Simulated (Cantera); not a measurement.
Feed: 1 mol CH4, 1.1 mol H2O, equilibrated at 1000 K and 1.00 Torr.

Method: chemical equilibrium by Gibbs-energy minimisation in Cantera with the NASA 1993 tables (ideal gas, pure condensed phases). Candidate condensed phases: C, C6H6, C7H8, C8H18, H2O; 110 gas species. Rates play no part.

Problem. What is the equilibrium state?

Solution. 
| Item | Value |
|---|---|
| x(H2) | 0.739 |
| x(CO) | 0.236 |
| x(H2O) | 0.0167 |
| x(CO2) | 0.00767 |
| gas amount | 4.100 mol |
| log10 activity of C(graphite) (absent) | -2.26 |
